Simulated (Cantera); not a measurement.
A perfectly stirred reactor is fed with C2H6 : H2 = 1 : 47 (molar parts), at 0.133 bar; it is held at 1500 K, and followed from long to short residence time.

Cantera simulation using GRI-Mech 3.0 (53 species, 325 reactions); the numbers are that mechanism's predictions, not measurements. GRI-Mech 3.0 stops at C3 and has no aromatics, soot or wall deposition, so with more carbon than oxygen in the feed, carbon stays in small species such as C2H2 where larger ones or solid carbon would form.

Question: What does this change do: temperature 1500 to 1825 K?

Answer: 
```tsv
quantity	before	after
x(C2H6) at τ = 1.30 s	1.48e-5	5.38e-7
x(H2) at τ = 1.30 s	0.973	0.976
x(C2H) at τ = 1.30 s	2.41e-9	2.16e-7
x(CH4) at τ = 1.30 s	0.0133	0.00458
x(C2H2) at τ = 1.30 s	0.0130	0.0177
x(C2H6) at τ = 25.0 ms	0.000277	2.05e-5
x(H2) at τ = 25.0 ms	0.972	0.970
x(C2H) at τ = 25.0 ms	6.03e-9	1.87e-7
x(CH4) at τ = 25.0 ms	0.0141	0.0162
x(C2H2) at τ = 25.0 ms	0.0106	0.0118
```
